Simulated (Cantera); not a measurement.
Tantalum, niobium, vanadium and zirconium in process gases: Zr + N2 + N2O

A closed system holds: 1 mol Zr, 0.25 mol N2, 10 mol N2O, held at 850 °C and 1 atm.

Equilibrium computed with Cantera from the NASA thermochemical tables; the gas is ideal and each condensed phase is pure. Candidate condensed phases: Zr, ZrN, ZrO2; 13 gas species. Equilibrium is a limit: real reactors are often held back by kinetics, nucleation or transport.

```json
{
 "x(N2)": "0.719",
 "x(O2)": "0.281",
 "x(NO)": "0.000115",
 "x(NO2)": "3.38e-6",
 "n(ZrO2(monoclinic))": "1.00 mol",
 "gas_amount": "14.25 mol",
 "log10 activity of Zr(α) (absent)": "-40.64"
}
```
